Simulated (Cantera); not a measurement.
An isothermal, constant-pressure homogeneous reactor starts with 28.6 % CH4, 71.4 % N2, at 1973 K and 0.000100 bar.

Model: GRI-Mech 3.0 (53 species, 325 reactions), integrated in Cantera. GRI-Mech 3.0 stops at C3 and has no aromatics, soot or wall deposition, so with more carbon than oxygen in the feed, carbon stays in small species such as C2H2 where larger ones or solid carbon would form. Radical loss at walls, strong at low pressure, is not modelled.

Problem. Predict: x(CH4) at 100 s; x(HCN) at 100 s; x(C2H2) at 100 s; x(CH2) at 100 s; x(C2H4) at 100 s; x(H) at 100 s.

Solution. 
- x(CH4) at 100 s: 6.19e-6 (gas-phase equilibrium 6.27e-8)
- x(HCN) at 100 s: 0.000156 (gas-phase equilibrium 0.108)
- x(C2H2) at 100 s: 0.110 (gas-phase equilibrium 0.0526)
- x(CH2) at 100 s: 2.76e-7 (gas-phase equilibrium 1.02e-7)
- x(C2H4) at 100 s: 3.18e-7 (gas-phase equilibrium 1.17e-8)
- x(H) at 100 s: 0.0137 (gas-phase equilibrium 0.0726)
